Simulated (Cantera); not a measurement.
Input: 1 mol Si, 0.078 mol CO₂, 7.1 mol H₂, at 1350 K and 2.70 Pa.

Equilibrium computed with Cantera from the NASA thermochemical tables; the gas is ideal and each condensed phase is pure. Candidate condensed phases: C, C₆H₆, C₇H₈, C₈H₁₈, H₂O, Si, SiC, SiO₂; 123 gas species. Mutual solubility and eutectic melting of coexisting phases are not modelled. The numbers say what is thermodynamically allowed, not how fast it happens.

Base state: H₂ 0.978, SiO 0.0212, H 0.000454, CO 0.000314 (mole fractions); condensed: Si(s) + SiC(s).

What changes in the equilibrium state with this change: CO₂ from 0.078 to 0.02 mol?


```tsv
species	before	after
H₂	0.978	0.994
SiO	0.0212	0.00552
H	0.000454	0.000457
CO	0.000314	8.19e-5
Si(s), mol	0.771	0.941
SiC(s), mol	0.0757	0.0194
```

What changes in the equilibrium state with this change: temperature from 1350 K to 1498.15 K?


```json
[
 {"species": "H₂", "before": "0.978", "after": "0.975"},
 {"species": "SiO", "before": "0.0212", "after": "0.0209"},
 {"species": "H", "before": "0.000454", "after": "0.00327"},
 {"species": "Si", "before": "7.39e-6", "after": "0.000373"},
 {"species": "CO", "before": "0.000314", "after": "0.000562"},
 {"species": "Si(s), mol", "before": "0.771", "after": "0.771"},
 {"species": "SiC(s), mol", "before": "0.0757", "after": "0.0739"}
]
```
